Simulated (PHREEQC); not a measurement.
NaOH is added in steps, without added water, to 1 kg of water holding 0.12 mol/kgw CuSO4 and 0.00031 mol/kgw FeCl3, at 25 °C. Oxygen is held at 0.21 atm. The system is closed to CO2. Only these solids could form: Hematite, Cu(OH)2, Brochantite, Antlerite, Atacamite, Jarosite-Na, Halite, Mirabilite, Chalcanthite.

Base run: PHREEQC, ion-association model, wateq4f.dat. Each further column changes one thing. The table gives Cu+2 (mol/kgw).

```json
[
 {"NaOH added (mol)": "0", "base": "0.0607", "diluted 5-fold with water": "0.0150", "diluted 2-fold with water": "0.0331", "FeCl3 left out": "0.0603", "no solid may form": "0.0606"},
 {"NaOH added (mol)": "0.026", "base": "0.0502", "diluted 5-fold with water": "0.00275", "diluted 2-fold with water": "0.0218", "FeCl3 left out": "0.0498", "no solid may form": "0.0464"},
 {"NaOH added (mol)": "0.0455", "base": "0.0425", "diluted 5-fold with water": "6.55e-9", "diluted 2-fold with water": "0.0137", "FeCl3 left out": "0.0420", "no solid may form": "0.0362"},
 {"NaOH added (mol)": "0.0715", "base": "0.0324", "diluted 5-fold with water": "0", "diluted 2-fold with water": "0.00341", "FeCl3 left out": "0.0320", "no solid may form": "0.0234"},
 {"NaOH added (mol)": "0.0975", "base": "0.0226", "diluted 5-fold with water": "0", "diluted 2-fold with water": "5.01e-9", "FeCl3 left out": "0.0222", "no solid may form": "0.0115"},
 {"NaOH added (mol)": "0.117", "base": "0.0155", "diluted 5-fold with water": "0", "diluted 2-fold with water": "4.74e-9", "FeCl3 left out": "0.0151", "no solid may form": "0.00429"},
 {"NaOH added (mol)": "0.143", "base": "0.00620", "diluted 5-fold with water": "0", "diluted 2-fold with water": "0", "FeCl3 left out": "0.00586", "no solid may form": "0.000894"},
 {"NaOH added (mol)": "0.1625", "base": "0.000255", "diluted 5-fold with water": "0", "diluted 2-fold with water": "0", "FeCl3 left out": "0.000253", "no solid may form": "0.000411"},
 {"NaOH added (mol)": "0.1885", "base": "4.16e-9", "diluted 5-fold with water": "0", "diluted 2-fold with water": "0", "FeCl3 left out": "4.14e-9", "no solid may form": "0.000172"},
 {"NaOH added (mol)": "0.2145", "base": "4.02e-9", "diluted 5-fold with water": "0", "diluted 2-fold with water": "0", "FeCl3 left out": "4.00e-9", "no solid may form": "6.28e-5"},
 {"NaOH added (mol)": "0.234", "base": "3.93e-9", "diluted 5-fold with water": "0", "diluted 2-fold with water": "0", "FeCl3 left out": "3.92e-9", "no solid may form": "1.39e-5"},
 {"NaOH added (mol)": "0.26", "base": "0", "diluted 5-fold with water": "0", "diluted 2-fold with water": "0", "FeCl3 left out": "0", "no solid may form": "5.63e-11"}
]
```

The database's constant for dissolved Cu(OH)2 is higher than later reviews accept. In at least one series the solution becomes supersaturated in solids that the run did not let form, among them Hematite, Cu(OH)2, Brochantite, Antlerite, Atacamite. Solids allowed in the column 'FeCl3 left out': Cu(OH)2, Brochantite, Antlerite, Mirabilite, Chalcanthite.
